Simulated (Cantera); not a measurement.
# Equilibrium for calcination and drying: CaCO3 + C + CO2

Feed: 1 mol CaCO3, 0.088 mol C, 0.067 mol CO2, held at 1.33 mbar.

These are equilibrium values from Cantera (NASA tables, ideal gas, pure condensed phases), not measurements of a reactor. Candidate condensed phases: C, Ca, CaCO3, CaO; 15 gas species. The numbers say what is thermodynamically allowed, not how fast it happens.

From 900 °C to 1800 °C the condensed part is CaO(s).

```tsv
T (°C)	x CO2	x CO	x O2	x O	x Ca	n CaO(s)
900	0.848	0.152	1.92e-12	<1e-12	<1e-12	1.00
975	0.848	0.152	6.20e-11	1.44e-11	<1e-12	1.00
1050	0.848	0.152	1.34e-9	2.67e-10	<1e-12	1.00
1125	0.848	0.152	2.08e-8	3.63e-9	5.61e-12	1.00
1200	0.848	0.152	2.44e-7	3.77e-8	5.37e-11	1.00
1275	0.848	0.152	2.24e-6	3.13e-7	4.12e-10	1.00
1350	0.848	0.152	1.67e-5	2.13e-6	2.61e-9	1.00
1425	0.847	0.153	0.000104	1.22e-5	1.40e-8	1.00
1500	0.846	0.153	0.000547	6.01e-5	6.53e-8	1.00
1575	0.840	0.157	0.00239	0.000254	2.75e-7	1.00
1650	0.823	0.168	0.00821	0.000898	1.10e-6	1.000
1725	0.783	0.193	0.0209	0.00261	4.37e-6	1.000
1800	0.720	0.233	0.0407	0.00635	1.73e-5	1.000
```
x: gas mole fraction; n: condensed amount in mol.
